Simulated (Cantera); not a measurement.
Charge: 1 mol SiCl4, 22 mol N2, equilibrated at 1.60 bar.

Equilibrium computed with Cantera from the NASA thermochemical tables; the gas is ideal and each condensed phase is pure. Candidate condensed phases: Si, Si3N4; 13 gas species. The tables' values for SiCl3 are old estimates; treat these amounts as uncertain. The numbers say what is thermodynamically allowed, not how fast it happens. All values below are at 1398 K.

Base state: N2 0.956, SiCl4 0.0434, SiCl3 7.79e-5, Cl 6.29e-5 (mole fractions); condensed: gas only.

What changes in the equilibrium state with this change: SiCl4 replaced by SiHCl3?


```csv
species,before,after
N2,0.956,0.936
HCl,0,0.0367
SiCl4,0.0434,0.0220
H2,0,0.00317
SiHCl3,0,0.000133
SiCl2,5.98e-7,0.000297
Cl,6.29e-5,2.01e-6
"Si3N4(s), mol",0,0.150
```
N2 is the only nitrogen source here; it is nearly inert below about 1500 K, so the nitride shown seldom forms there in practice. Further candidate phases: NH4Cl.
